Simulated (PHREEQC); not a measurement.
Make-up at 25 °C: 56 mmol/kgw H2SO4, 3.4 mmol/kgw Al(NO3)3 and 0.0045 mmol/kgw CO2. Closed to the air; pH follows from the charge balance.

Computed with PHREEQC (ion-association model, wateq4f.dat).

This is a speciation only: nothing precipitates in the calculation.

**Question.** Order these S species by the share of S that they hold, largest first: AlSO4+, SO4-2, HSO4-, Al(SO4)2-.

**Answer.** HSO4- (70 %), SO4-2 (24 %), AlSO4+ (4.2 %), Al(SO4)2- (1.4 %)

**Question.** Order these Al species by the share of Al that they hold, largest first: Al+3, AlSO4+, Al(SO4)2-, AlHSO4+2.

**Answer.** AlSO4+ (70 %), Al+3 (18 %), Al(SO4)2- (12 %), AlHSO4+2 (0.77 %)

The pH is 1.22 and the ionic strength 0.0926 mol/kgw.
